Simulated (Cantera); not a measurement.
Input: 1 mol Cu2O, a varied amount of H2, 23 mol N2, equilibrated at 402 °C and 1.33 mbar.

Cantera equilibrium calculation (NASA polynomials, part measured and part estimated; ideal gas, pure solids and liquids). Candidate condensed phases: Cu, CuO, Cu(OH)2, Cu2O, H2O; 27 gas species. Rates play no part.

At 270 mol H2, list the 3 most abundant gas species with their mole fractions, and the condensed phases.

H2 0.918, N2 0.0785, H2O 0.00341. Condensed: Cu(s).
